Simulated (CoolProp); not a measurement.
Isobutene along the isobar 0.294 MPa: fugacity coefficient from the reference equation and from simpler models built on Tc = 144.9 °C, pc = 4.016 MPa, ω = 0.193; each cubic takes its own stable root.

Computed with CoolProp (reference Helmholtz-energy equation of state, Lemmon 2005). It is a short technical equation, of lower accuracy than the large ones.

```csv
T (°C),phase,reference
-118.65,liquid,8.832e-5
-112.35,liquid,0.0002024
-106.05,liquid,0.0004319
-99.85,liquid,0.0008562
-93.55,liquid,0.001624
-87.25,liquid,0.002928
-80.95,liquid,0.005050
-74.75,liquid,0.008301
-68.45,liquid,0.01327
-62.15,liquid,0.02052
-55.85,liquid,0.03079
-49.65,liquid,0.04471
-43.35,liquid,0.06373
-37.05,liquid,0.08880
-30.85,liquid,0.1206
```

### Question
How far does each simpler model (van der Waals, Redlich-Kwong, Soave-Redlich-Kwong, Peng-Robinson) lie from the reference over these 15 states: mean and median of the absolute difference, and the worst?

### Answer
- van der Waals: mean 8193.6 %, median 3035.8 %, worst +40876.0 % at -118.65 °C and 0.294 MPa
- Redlich-Kwong: mean 71.8 %, median 73.0 %, worst +79.4 % at -93.55 °C and 0.294 MPa
- Soave-Redlich-Kwong: mean 1.0 %, median 1.0 %, worst +2.9 % at -118.65 °C and 0.294 MPa
- Peng-Robinson: mean 10.8 %, median 8.2 %, worst +28.6 % at -118.65 °C and 0.294 MPa
